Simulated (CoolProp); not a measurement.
Tetradecamethylhexasiloxane (MD4M) along the isobar 1.15 MPa: density (kg/m³) from the reference equation and from simpler models built on Tc = 380.0 °C, pc = 0.8286 MPa, ω = 0.800; each cubic takes its own stable root.

Model: reference Helmholtz-energy equation of state, Thol 2019, in CoolProp.

```tsv
T (°C)	phase	reference	van der Waals	Redlich-Kwong	Soave-Redlich-Kwong	Peng-Robinson
152.55	liquid	___	430.8	620.9	677.3	761.3
171.45	liquid	745.0	422.9	606.2	664.2	747.1
190.35	liquid	___	414.8	590.8	649.8	731.5
209.25	liquid	705.1	406.2	574.6	634.1	714.3
228.05	liquid	684.3	397.3	557.5	617.0	___
246.95	liquid	662.5	387.8	539.3	597.9	674.3
265.85	liquid	639.6	377.7	519.9	576.7	650.6
284.75	liquid	615.2	366.9	499.1	553.0	___
```

### Question
What belongs in the gaps?

### Answer

- 152.55, reference: 764.3
- 190.35, reference: 725.3
- 228.05, Peng-Robinson: 695.4
- 284.75, Peng-Robinson: 624.0
